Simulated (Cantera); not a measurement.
A closed system holds: 1 mol MgO, 0.21 mol HCl, a varied amount of O₂, at 577 °C and 8.20 bar.

Cantera equilibrium calculation (NASA polynomials, part measured and part estimated; ideal gas, pure solids and liquids). Candidate condensed phases: H₂O, Mg, MgCl₂, MgO, Mg(OH)₂; 22 gas species. Condensed phases not in the tables: MgOHCl. The numbers say what is thermodynamically allowed, not how fast it happens.

x: gas mole fraction; n: condensed amount in mol.

```tsv
n(O₂) (mol)	x O₂	x H₂O	x Cl₂	x HCl	x HOCl	x Cl	n MgO(s)
0.089	0.198	0.285	0.285	0.232	?	5.21e-6	1.00
0.29	0.544	0.173	0.173	0.110	?	4.06e-6	1.00
0.5	0.686	0.121	0.121	0.0721	?	3.39e-6	1.00
0.7	0.758	0.0935	0.0935	0.0545	?	2.98e-6	1.00
0.91	0.805	0.0756	0.0756	0.0434	?	2.68e-6	1.00
1.1	0.835	0.0644	0.0644	0.0366	?	2.47e-6	1.00
1.3	0.857	0.0557	0.0557	0.0315	?	2.30e-6	1.00
1.5	0.874	0.0491	0.0491	0.0276	?	2.16e-6	1.00
1.7	0.888	0.0439	0.0439	0.0246	?	2.04e-6	1.00
1.9	0.898	0.0397	0.0397	0.0221	?	1.94e-6	1.00
```

Complete the blanks.


- 0.089, x HOCl: 3.43e-5
- 0.29, x HOCl: 2.69e-5
- 0.5, x HOCl: 1.98e-5
- 0.7, x HOCl: 1.57e-5
- 0.91, x HOCl: 1.29e-5
- 1.1, x HOCl: 1.11e-5
- 1.3, x HOCl: 9.67e-6
- 1.5, x HOCl: 8.57e-6
- 1.7, x HOCl: 7.69e-6
- 1.9, x HOCl: 6.97e-6
